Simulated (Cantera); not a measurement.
Equilibrium for silicon carbide growth: CH₃SiH₃ + CH₄ + H₂ + C₂H₂

A closed system holds: 1 mol CH₃SiH₃, 0.061 mol CH₄, 19 mol H₂, 0.074 mol C₂H₂, held at 2623.15 K and 0.140 bar.

Cantera equilibrium calculation (NASA polynomials, part measured and part estimated; ideal gas, pure solids and liquids). Candidate condensed phases: C, C₆H₆, C₇H₈, C₈H₁₈, Si, SiC; 87 gas species. The feed counts by its element totals alone. Gases not in the tables: Si₂H₆ and higher silanes. Equilibrium is a limit: real reactors are often held back by kinetics, nucleation or transport.

```json
{
 "x(H₂)": "0.845",
 "x(H)": "0.104",
 "x(Si)": "0.0228",
 "x(C₂H₂ (acetylene))": "0.0145",
 "x(SiC₂)": "0.00801",
 "x(Si₂C)": "0.00385",
 "x(SiH)": "0.00174",
 "x(SiH₂)": "0.000369",
 "x(Si₂)": "0.000203",
 "gas_amount": "24.33 mol",
 "log10 activity of C(graphite) (absent)": "-0.01",
 "log10 activity of Si(l) (absent)": "-0.55"
}
```
